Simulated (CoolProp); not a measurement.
Vapour-liquid equilibrium of R125 (1) + R143a (2) at 658 kPa; x and y are mole fractions of (1).

Model: multi-fluid Helmholtz-energy mixture model, Lemmon 2005 and Lemmon and Jacobsen 2000; pair parameters Lemmon 2004, in CoolProp.

| x | bubble temperature (K) | y at the bubble point | dew temperature at overall composition x (K) | liquid density (mol/L) |
|---|---|---|---|---|
| 0.05 | 275.1 | 0.050 | 275.1 | 12.05 |
| 0.15 | 275.1 | 0.151 | 275.1 | 11.93 |
| 0.25 | 275.1 | 0.254 | 275.1 | 11.81 |
| 0.35 | 274.9 | 0.359 | 274.9 | 11.70 |
| 0.45 | 274.7 | 0.464 | 274.8 | 11.59 |
| 0.55 | 274.5 | 0.568 | 274.5 | 11.48 |
| 0.65 | 274.2 | 0.670 | 274.2 | [?] |
| 0.75 | 273.8 | [?] | 273.8 | 11.27 |
| 0.85 | [?] | 0.865 | [?] | 11.17 |
| 0.95 | 272.8 | [?] | 272.9 | 11.07 |

Question: What belongs in the gaps?

Answer: 
- 0.65, liquid density (mol/L): 11.37
- 0.75, y at the bubble point: 0.769
- 0.85, bubble temperature (K): 273.3
- 0.85, dew temperature at overall composition x (K): 273.4
- 0.95, y at the bubble point: 0.956

y crosses x between x = 0.05 and 0.15: the model has an azeotrope there.

The pair parameters rest on a limited set of measurements; away from them the model extrapolates.
